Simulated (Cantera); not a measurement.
Cantera with NASA thermochemical tables; ideal gases at 1 bar, condensed phases pure. Values are per mole of reaction as written; species without (g) are pure solids or liquids, kept so even where they would boil at 1 bar.

**Question.** Between 300 and 2073 K, where is each reaction favourable under standard conditions?
- 2 BF3(g) + O2(g) = 6 F(g) + B2O2(g)

**Answer.** 
- 2 BF3(g) + O2(g) = 6 F(g) + B2O2(g): ΔG° is 2147 kJ at 300 K and 1212 kJ at 2073 K; it stays positive (K < 1). ΔH° is 2330 kJ and ΔS° 539 J/K at 2073 K.
